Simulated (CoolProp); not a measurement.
Properties of n-perfluorohexane along the isobar 6.46 MPa.

Model: reference Helmholtz-energy equation of state, Gao 2022, in CoolProp.

| T (K) | phase | cp (kJ/(kg K)) | expansivity (1/kK) |
|---|---|---|---|
| 327.8 | liquid | 1.078 | 1.706 |
| 343 | liquid | 1.099 | [?] |
| 358.3 | liquid | 1.118 | 1.929 |
| 373.6 | liquid | 1.138 | 2.077 |
| 388.9 | liquid | [?] | [?] |
| 404.2 | liquid | 1.176 | [?] |
| 419.4 | liquid | [?] | 2.739 |
| 434.7 | liquid | 1.213 | [?] |
| 450 | supercritical | 1.231 | 3.429 |

Problem. Fill in the missing entries.

Solution. 
- 343, expansivity (1/kK): 1.806
- 388.9, cp (kJ/(kg K)): 1.157
- 388.9, expansivity (1/kK): 2.258
- 404.2, expansivity (1/kK): 2.477
- 419.4, cp (kJ/(kg K)): 1.194
- 434.7, expansivity (1/kK): 3.055
